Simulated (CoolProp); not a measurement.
A simple Rankine cycle with water: condensing at 326.15 K, boiler at 0.0794 MPa, turbine inlet 381.4 K, turbine efficiency 0.7, pump efficiency 0.6, no recuperator. Each further row changes one setting.

Values from CoolProp's reference Helmholtz-energy equation of state, Wagner 2002.

```json
[
 {"case": "as stated", "thermal efficiency (%)": "7.5", "net work (kJ/kg)": "?", "heat in (kJ/kg)": "2470", "turbine exit temperature (K)": "326.1", "volume ratio over the turbine": "4.60"},
 {"case": "turbine inlet 401.4 K", "thermal efficiency (%)": "7.5", "net work (kJ/kg)": "189", "heat in (kJ/kg)": "2510", "turbine exit temperature (K)": "326.1", "volume ratio over the turbine": "4.43"},
 {"case": "condensing temperature 318.15 K", "thermal efficiency (%)": "8.9", "net work (kJ/kg)": "223", "heat in (kJ/kg)": "2510", "turbine exit temperature (K)": "318.1", "volume ratio over the turbine": "6.64"},
 {"case": "boiler pressure 0.0556 MPa", "thermal efficiency (%)": "?", "net work (kJ/kg)": "?", "heat in (kJ/kg)": "?", "turbine exit temperature (K)": "326.1", "volume ratio over the turbine": "3.27"},
 {"case": "turbine efficiency 0.6", "thermal efficiency (%)": "6.4", "net work (kJ/kg)": "158", "heat in (kJ/kg)": "2470", "turbine exit temperature (K)": "326.1", "volume ratio over the turbine": "4.66"}
]
```

Task: What belongs in the gaps?

Result: 
- as stated, net work (kJ/kg): 184
- boiler pressure 0.0556 MPa, thermal efficiency (%): 6.0
- boiler pressure 0.0556 MPa, net work (kJ/kg): 148
- boiler pressure 0.0556 MPa, heat in (kJ/kg): 2480

The expansion ends wet for: as stated; turbine inlet 401.4 K; condensing temperature 318.15 K; boiler pressure 0.0556 MPa; turbine efficiency 0.6.
